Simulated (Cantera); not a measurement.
A perfectly stirred reactor is fed with C3H8 : O2 : N2 = 1 : 4.17 : 15.7 (molar parts), equivalence ratio 1.2, at 500000 Pa; it is adiabatic with a 775 K inlet, and is followed from long to short residence time, starting on the burning branch (τ in s: 0.092, 0.039, 0.016, 0.0068, 0.0029, 0.0012, 0.0005, 0.00021, 8.8e-05, 3.7e-05, 1.6e-05).

Cantera simulation using GRI-Mech 3.0 (53 species, 325 reactions); the numbers are that mechanism's predictions, not measurements. GRI-Mech 3.0 was tuned for natural gas; its chemistry of propane as a main component is partial and can be far from experiment.

**Question.** What does this change do: C3H8 1 to 0.71 parts?

**Answer.** 
```json
[
 {"quantity": "blow-out, bracketed by the residence times tried", "before": "burning at 16.0 µs, the shortest tried", "after": "burning at 16.0 µs, the shortest tried"},
 {"quantity": "x(C3H8) at τ = 92.0 ms", "before": "2.89e-8", "after": "2.84e-8"},
 {"quantity": "x(O2) at τ = 92.0 ms", "before": "0.000645", "after": "0.0281"},
 {"quantity": "x(CH3) at τ = 92.0 ms", "before": "5.06e-7", "after": "9.87e-8"},
 {"quantity": "x(NO2) at τ = 92.0 ms", "before": "1.26e-7", "after": "4.91e-6"},
 {"quantity": "x(NO) at τ = 92.0 ms", "before": "0.00119", "after": "0.00625"},
 {"quantity": "x(C3H8) at τ = 1.20 ms", "before": "1.62e-6", "after": "1.79e-6"},
 {"quantity": "x(O2) at τ = 1.20 ms", "before": "0.00210", "after": "0.0324"},
 {"quantity": "x(CH3) at τ = 1.20 ms", "before": "1.85e-5", "after": "5.28e-6"},
 {"quantity": "x(NO2) at τ = 1.20 ms", "before": "1.40e-7", "after": "9.18e-7"},
 {"quantity": "x(NO) at τ = 1.20 ms", "before": "0.000930", "after": "0.000983"}
]
```
